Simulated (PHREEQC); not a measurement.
Solution (25 °C): 0.065 mol/kgw BaBr2, 0.0083 mol/kgw NaNO3 and 1.2e-06 mol/kgw Ca(HCO3)2. Closed to the air; pH follows from the charge balance.

All values are PHREEQC results (ion-association model, phreeqc.dat), not measurements.

```
Item                         Result
--------------------  -------------
pH                             7.21
ionic strength        0.203 mol/kgw
specific conductance    13600 µS/cm
density                 1.014 g/cm³
```

| species | molality | activity | log γ |
|---|---|---|---|
| Br- | 0.130 | 0.0901 | -0.159 |
| Ba+2 | 0.0650 | 0.0185 | -0.547 |
| NO3- | 0.00830 | 0.00575 | -0.159 |
| Na+ | 0.00830 | 0.00620 | -0.127 |
| HCO3- | 1.87e-6 | 1.39e-6 | -0.128 |
| Ca+2 | 1.20e-6 | 3.84e-7 | -0.495 |
| BaHCO3+ | 3.30e-7 | 2.46e-7 | -0.127 |
| OH- | 2.33e-7 | 1.65e-7 | -0.151 |
| CO2 | 1.84e-7 | 1.92e-7 | 0.020 |
| H+ | 7.69e-8 | 6.13e-8 | -0.099 |
| BaOH+ | 1.38e-8 | 1.02e-8 | -0.132 |
| BaCO3 | 9.70e-9 | 1.02e-8 | 0.020 |

This is a speciation only: nothing precipitates in the calculation.
